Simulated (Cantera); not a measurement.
Input (Python, Cantera) and output of one run.

```python
import numpy as np
import cantera as ct

gas_names = """
    CL CL2 H HCL H2 Si SiCL SiCL2 SiCL3 SiCL4 SiH SiHCL3 SiH2 SiH2CL2 SiH3 SiH3CL SiH4 Si2 Si3
""".split()
cond_names = """
    Si(cr) Si(L)
""".split()


# ... load() reads the species with a 1 bar reference pressure and builds the phases ...
atoms = {
    'Si': {'Si': 1},
    'HCl': {'H': 1, 'CL': 1},
}
top_T = {}  # K; cautious upper limits of use, not melting points


# ... equilibrate(T, P, feed) seeds the gas with the atoms and calls Mixture.equilibrate('TP', solver="vcs", rtol=1e-11, max_steps=5000) ...
results = []
feed = {'Si': 1, 'HCl': 4.9}  # mol
T = 500  # K
P = 100000  # Pa
mix = equilibrate(T, P, feed)
results.append((T, P, feed, dict(zip(mix.species_names, mix.species_moles))))
print(gas.report(threshold=0.001))
for i in range(1, mix.n_phases):
    print(f"{mix.phase(i).name:16s} {mix.phase_moles(i):12.5e} mol")
```

It prints:

```
       temperature   500 K
          pressure   1e+05 Pa
           density   1.2751 kg/m^3
  mean mol. weight   53.007 kg/kmol
   phase of matter   gas

                          1 kg             1 kmol
                     ---------------   ---------------
          enthalpy       -3.4312e+06       -1.8188e+08  J
   internal energy       -3.5096e+06       -1.8603e+08  J
           entropy            4291.6        2.2749e+05  J/K
    Gibbs function        -5.577e+06       -2.9562e+08  J
 heat capacity c_p            896.62             47527  J/K
 heat capacity c_v            739.76             39213  J/K

                      mass frac. Y      mole frac. X     chem. pot. / RT
                     ---------------   ---------------   ---------------
               HCL           0.15872           0.23077           -46.547
                H2          0.019504           0.51282           -16.782
             SiCL4           0.82177           0.25641           -201.87
     [  +16 minor]        2.3189e-06        9.0751e-07

Si(cr)            0.00000e+00 mol
```

Cantera equilibrium calculation (NASA polynomials, part measured and part estimated; ideal gas, pure solids and liquids).
